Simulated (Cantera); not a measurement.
Feed: 1 mol Si₃N₄, 0.0093 mol H₂O, 1.9 mol N₂, equilibrated at 925 °C and 7.50 Torr.

Equilibrium computed with Cantera from the NASA thermochemical tables; the gas is ideal and each condensed phase is pure. Candidate condensed phases: H₂O, Si, SiO₂, Si₂N₂O, Si₃N₄; 35 gas species. Mutual solubility and eutectic melting of coexisting phases are not modelled. Rates play no part.

**Question.** What is the equilibrium state?

**Answer.** 
```
Property                                Value
--------------------------------  -----------
x(N₂)                                   0.995
x(H₂)                                 0.00486
n(Si₂N₂O(s))                      0.00930 mol
n(Si₃N₄(s))                         0.994 mol
gas amount                          1.912 mol
log10 activity of Si(s) (absent)        -3.71
```
